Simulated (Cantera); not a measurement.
**Equilibrium for silicon oxide and oxynitride deposition: SiH2Cl2 + NO + O2**

A closed system holds: 1 mol SiH2Cl2, 0.24 mol NO, 6 mol O2, at 27000 Pa.

These are equilibrium values from Cantera (NASA tables, ideal gas, pure condensed phases), not measurements of a reactor. Candidate condensed phases: H2O, NH4Cl, Si, SiO2, Si2N2O, Si3N4; 47 gas species. The tables hold silica as quartz up to 1696 K and as liquid above; real silica turns to tridymite and cristobalite and melts near 1996 K. Gases not in the tables: Si(OH)4. The numbers say what is thermodynamically allowed, not how fast it happens.

```csv
T (K),x O2,x HCl,x Cl,x H2O,x N2,x Cl2,n SiO2(β-quartz),n SiO2(condensed),n SiO2(l)
1623,0.692,0.217,0.0295,0.0296,0.0163,0.0149,1.00,0,0
1673,0.689,0.215,0.0357,0.0303,0.0162,0.0124,1.00,0,0
1723,0.687,0.212,0.0422,0.0313,0.0161,0.0103,0,1.00,0
1773,0.684,0.208,0.0490,0.0328,0.0160,0.00840,0,1.00,0
1823,0.681,0.203,0.0559,0.0345,0.0158,0.00682,0,1.00,0
1873,0.678,0.198,0.0628,0.0365,0.0157,0.00550,0,1.000,0
1923,0.675,0.193,0.0696,0.0387,0.0155,0.00443,0,1.000,0
1973,0.671,0.187,0.0764,0.0409,0.0154,0.00357,0,1.000,0
2023,0.668,0.181,0.0832,0.0433,0.0152,0.00288,0,0,1.000
2073,0.664,0.175,0.0898,0.0456,0.0150,0.00233,0,0,1.000
2123,0.660,0.169,0.0963,0.0479,0.0149,0.00189,0,0,1.000
```
x: gas mole fraction; n: condensed amount in mol.

From 1623 K to 1673 K the condensed part is SiO2(β-quartz). From 1723 K to 1973 K the condensed part is SiO2(condensed). From 2023 K to 2123 K the condensed part is SiO2(l).
